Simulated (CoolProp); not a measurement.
Values from CoolProp's reference Helmholtz-energy equation of state, Lemmon 2006. It is a short technical equation, of lower accuracy than the large ones.

Task: Give the vapour pressure (kPa), liquid density (kg/m³), liquid cp (kJ/(kg K)), vapour Z of saturated n-nonane at 433, 485.9 K.

Result: 
```
T (K)  p (kPa)  liquid density (kg/m³)  liquid cp (kJ/(kg K))  vapour Z
-----  -------  ----------------------  ---------------------  --------
433        128                     600                   2.77     0.931
485.9      410                     546                   3.04     0.845
```
